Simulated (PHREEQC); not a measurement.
Dissolve 0.14 mol HF, 0.012 mol H2SiF6, 0.072 mol H3PO4 and 0.042 mol H2SO4 per kg of water at 20 °C. Closed to the air; pH follows from the charge balance.

Model: ion-association model, wateq4f.dat, run in PHREEQC.

```
Property                  Result
-----------------  -------------
pH                          1.15
ionic strength     0.109 mol/kgw
activity of water          0.994
total alkalinity     -368 meq/kg
```

```json
[
 {"species": "HF", "molality": "0.0882", "activity": "0.0905", "log γ": "0.011"},
 {"species": "H+", "molality": "0.0867", "activity": "0.0713", "log γ": "-0.085"},
 {"species": "H3PO4", "molality": "0.0636", "activity": "0.0652", "log γ": "0.011"},
 {"species": "HSO4-", "molality": "0.0314", "activity": "0.0242", "log γ": "-0.112"},
 {"species": "H2F2", "molality": "0.0249", "activity": "0.0255", "log γ": "0.011"},
 {"species": "SiF6-2", "molality": "0.0120", "activity": "0.00442", "log γ": "-0.434"},
 {"species": "SO4-2", "molality": "0.0106", "activity": "0.00388", "log γ": "-0.438"},
 {"species": "H2PO4-", "molality": "0.00841", "activity": "0.00660", "log γ": "-0.106"},
 {"species": "F-", "molality": "0.00122", "activity": "0.000925", "log γ": "-0.121"},
 {"species": "HF2-", "molality": "0.000407", "activity": "0.000308", "log γ": "-0.121"},
 {"species": "HPO4-2", "molality": "1.52e-8", "activity": "5.58e-9", "log γ": "-0.434"}
]
```

This is a speciation only: nothing precipitates in the calculation. wateq4f.dat counts part of the HF as a dimer, H2F2, which phreeqc.dat doesn't know; its constant is uncertain. H3PO4, which wateq4f.dat lacks, is added to it with the constant of phreeqc.dat. SiF6-2 is the database's only silicon fluoride.
